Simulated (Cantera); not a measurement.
**Metals in furnace atmospheres: Fe + O2 + CO + CO2**

Input: 1 mol Fe, 0.0029 mol O2, a varied amount of CO, 8.4 mol CO2, at 1723.15 K and 24.0 bar.

Cantera equilibrium calculation (NASA polynomials, part measured and part estimated; ideal gas, pure solids and liquids). Candidate condensed phases: C, Fe, Fe(CO)5, FeO, Fe2O3, Fe3O4; 15 gas species. Mutual solubility and eutectic melting of coexisting phases are not modelled. The tables' stoichiometric FeO is somewhat more stable than real wüstite, so its field is too wide. FeO: taken at fixed stoichiometry. Equilibrium is a limit: real reactors are often held back by kinetics, nucleation or transport.

```json
[
 {"n(CO) (mol)": "0.7", "x CO": "0.186", "x CO2": "0.814", "x Fe": "1.16e-8", "x O2": "6.39e-9", "n FeO(l)": "1.00", "n Fe(δ)": "0"},
 {"n(CO) (mol)": "1.1", "x CO": "0.220", "x CO2": "0.780", "x Fe": "1.43e-8", "x O2": "4.18e-9", "n FeO(l)": "1.00", "n Fe(δ)": "0"},
 {"n(CO) (mol)": "1.7", "x CO": "0.267", "x CO2": "0.733", "x Fe": "1.84e-8", "x O2": "2.52e-9", "n FeO(l)": "1.00", "n Fe(δ)": "0"},
 {"n(CO) (mol)": "2.6", "x CO": "0.327", "x CO2": "0.673", "x Fe": "2.45e-8", "x O2": "1.42e-9", "n FeO(l)": "1.00", "n Fe(δ)": "0"},
 {"n(CO) (mol)": "4.1", "x CO": "0.408", "x CO2": "0.592", "x Fe": "3.48e-8", "x O2": "7.06e-10", "n FeO(l)": "1.00", "n Fe(δ)": "0"},
 {"n(CO) (mol)": "6.5", "x CO": "0.503", "x CO2": "0.497", "x Fe": "5.12e-8", "x O2": "3.26e-10", "n FeO(l)": "1.000", "n Fe(δ)": "0"},
 {"n(CO) (mol)": "10", "x CO": "0.598", "x CO2": "0.402", "x Fe": "7.51e-8", "x O2": "1.52e-10", "n FeO(l)": "1.000", "n Fe(δ)": "0"},
 {"n(CO) (mol)": "16", "x CO": "0.696", "x CO2": "0.304", "x Fe": "1.16e-7", "x O2": "6.35e-11", "n FeO(l)": "1.000", "n Fe(δ)": "0"},
 {"n(CO) (mol)": "25", "x CO": "0.778", "x CO2": "0.222", "x Fe": "1.77e-7", "x O2": "2.71e-11", "n FeO(l)": "1.000", "n Fe(δ)": "0"},
 {"n(CO) (mol)": "38", "x CO": "0.840", "x CO2": "0.160", "x Fe": "2.66e-7", "x O2": "1.21e-11", "n FeO(l)": "1.000", "n Fe(δ)": "0"},
 {"n(CO) (mol)": "60", "x CO": "0.883", "x CO2": "0.117", "x Fe": "3.81e-7", "x O2": "5.88e-12", "n FeO(l)": "0.395", "n Fe(δ)": "0.605"},
 {"n(CO) (mol)": "93", "x CO": "0.917", "x CO2": "0.0829", "x Fe": "3.81e-7", "x O2": "2.73e-12", "n FeO(l)": "0", "n Fe(δ)": "1.000"}
]
```
x: gas mole fraction; n: condensed amount in mol.

From 0.7 mol CO to 38 mol CO the condensed part is FeO(l). At 60 mol CO the condensed part is Fe(δ) + FeO(l). At 93 mol CO the condensed part is Fe(δ). The main Fe-bearing gas is Fe throughout.
